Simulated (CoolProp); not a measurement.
Vapour-liquid equilibrium of benzene (1) + cyclohexane (2) at 0.132 MPa; x and y are mole fractions of (1).

Values from CoolProp's multi-fluid Helmholtz-energy mixture model, Thol 2012 and Zhou 2014; pair parameters Bell 2016.

```csv
x,"bubble temperature, mixture model (°C)","bubble temperature, Raoult's law (°C)","y, mixture model","y, Raoult's law"
0.05,89.1,89.7,0.067,0.051
0.2,87.5,89.6,0.240,0.204
0.35,86.5,89.5,0.383,0.356
0.5,86.1,89.3,0.510,0.506
0.65,86.2,89.2,0.634,0.656
0.8,86.8,89.1,0.768,0.804
0.95,88.2,89.0,0.932,0.951
```

The largest gap from Raoult's law is -3.2 K in bubble temperature, at x = 0.5. y crosses x between x = 0.5 and 0.65: the model has an azeotrope there.

Pair parameters are fitted to limited data, so mixtures are less certain than the pure fluids.
